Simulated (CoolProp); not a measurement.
Vapour-liquid equilibrium of R125 (1) + R245fa (2) at 0.743 bar; x and y are mole fractions of (1).

Values from CoolProp's multi-fluid Helmholtz-energy mixture model, Lemmon 2005 and Akasaka 2015; pair parameters Bell 2016.

### Question
Give the bubble temperature and the first vapour's composition at x = 0.05, 0.25, 0.75. Is there an azeotrope?

### Answer
x = 0.05: -4.2 °C, y = 0.430; x = 0.25: -28.8 °C, y = 0.873; x = 0.75: -48.9 °C, y = 0.987. No azeotrope shows between x = 0.05 and 0.95.

Pair parameters are fitted to limited data, so mixtures are less certain than the pure fluids.
